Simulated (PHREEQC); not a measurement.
0.015 g of hydrous ferric oxide (600 m²/g; 0.2 weak and 0.005 strong sites per Fe, Dzombak-Morel constants, diffuse double layer) in 1 kg of water with 0.001 mol/kgw of an inert sodium salt and 2.3e-07 mol NaF, at 25 °C; the pH is set by adding NaOH or the inert anion's acid. O2 is buffered at 0.21 atm. CO2 from the air is kept out. No solid was allowed to form.

The series has 17 steps of pH, from 3 to 11.

Computed with PHREEQC (ion-association model, wateq4f.dat).

Task: Near which pH is half of the F sorbed, and on which side is more sorbed?

Result: Near pH 4.9, with more sorbed at lower pH.

Complexes and solids missing from the database can't appear. The oxide is taken as insoluble; below pH 4 it would dissolve.
